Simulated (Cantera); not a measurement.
An isothermal, constant-pressure homogeneous reactor starts with CH4 : H2 : N2 = 0.019 : 1 : 0.00057 (molar parts), at 2148 K and 0.0267 bar. Integrator tolerance rtol = 1e-08.

Model: GRI-Mech 3.0 (53 species, 325 reactions), integrated in Cantera. GRI-Mech 3.0 stops at C3 and has no aromatics, soot or wall deposition, so with more carbon than oxygen in the feed, carbon stays in small species such as C2H2 where larger ones or solid carbon would form. Radical loss at walls, strong at low pressure, is not modelled.

```tsv
quantity	before	after
x(CH4) at 10.0 s	1.60e-5 (gas-phase equilibrium 1.57e-5)	1.60e-5 (gas-phase equilibrium 1.58e-5)
x(H2) at 10.0 s	0.965 (gas-phase equilibrium 0.965)	0.965 (gas-phase equilibrium 0.965)
x(CH3) at 10.0 s	8.07e-6 (gas-phase equilibrium 7.92e-6)	8.07e-6 (gas-phase equilibrium 7.97e-6)
x(C2H2) at 10.0 s	0.00901 (gas-phase equilibrium 0.00861)	0.00901 (gas-phase equilibrium 0.00871)
x(HCN) at 10.0 s	1.31e-6 (gas-phase equilibrium 0.000805)	9.17e-7 (gas-phase equilibrium 0.000605)
```

Which change was made?
A. temperature 2148 to 1250 K
B. temperature 2148 to 2698 K
C. N2 0.00057 to 0.0004 parts
D. temperature 2148 to 1625 K

C, N2 0.00057 to 0.0004 parts
